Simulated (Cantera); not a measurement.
## Equilibrium for iron carbonyl, mercury and lead vapours: PbO + H2

Input: 1 mol PbO, 2.2 mol H2, equilibrated at 0.293 Torr.

Method: chemical equilibrium by Gibbs-energy minimisation in Cantera with the NASA 1993 tables (ideal gas, pure condensed phases). Candidate condensed phases: H2O, Pb, PbO, PbO2, Pb3O4; 12 gas species. Kinetics and transport are ignored.

```
T (K)  log p H2  log p H2O  log p Pb  log p H  log p PbO  n Pb(l)
-----  --------  ---------  --------  -------  ---------  -------
648       -3.67      -3.75    -10.08     <-15       <-15     1.00
723       -3.67      -3.75     -8.51   -14.91       <-15    1.000
798       -3.67      -3.75     -7.24   -13.41     -14.48    1.000
873       -3.67      -3.75     -6.20   -12.17     -12.76    0.996
948       -3.68      -3.76     -5.32   -11.12     -11.31    0.973
1023      -3.70      -3.78     -4.57   -10.23     -10.07    0.839
1098      -3.83      -3.91     -3.93    -9.52      -9.00   0.0593
1173      -3.83      -3.91     -3.91    -8.85      -8.61        0
1248      -3.83      -3.91     -3.91    -8.25      -8.28        0
1323      -3.83      -3.91     -3.91    -7.72      -7.99        0
```
log p: log10 of the partial pressure in bar; n: condensed amount in mol.

From 648 K to 1098 K the condensed part is Pb(l). From 1173 K to 1323 K nothing is condensed. The main Pb-bearing gas is Pb throughout.
